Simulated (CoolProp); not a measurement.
Vapour-liquid equilibrium of n-decane (1) + n-dodecane (2) at 441.7 K; x and y are mole fractions of (1).

Values from CoolProp's multi-fluid Helmholtz-energy mixture model, Lemmon 2006 and Lemmon 2004; pair parameters Bell 2016.

### Question
Give the bubble pressure and the first vapour's composition at x = 0.05, 0.55, 0.95. Is there an azeotrope?

### Answer
x = 0.05: 0.03064 MPa, y = 0.134; x = 0.55: 0.06050 MPa, y = 0.787; x = 0.95: 0.08470 MPa, y = 0.982. No azeotrope shows between x = 0.05 and 0.95.

Pair parameters are fitted to limited data, so mixtures are less certain than the pure fluids.
